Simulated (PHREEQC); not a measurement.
1 kg of water holding 0.44 mol KCl, 0.014 mol NaCl and 0.2 mol MgBr2 is evaporated at 25 °C; the solids stay in contact with the brine. The system is closed to CO2. The run lets Bischofite, Brucite, Carnallite, Halite, Sylvite, MgCl2_4H2O precipitate or redissolve, and no other solid.

The series has 12 steps of water left (kg), from 1 to 0.1156.

Model: Pitzer model, pitzer.dat, run in PHREEQC.

Problem. Which solids form, in which order, and at which step of the series does each first stand?

Solution. Sylvite from water left = 0.1156 kg.
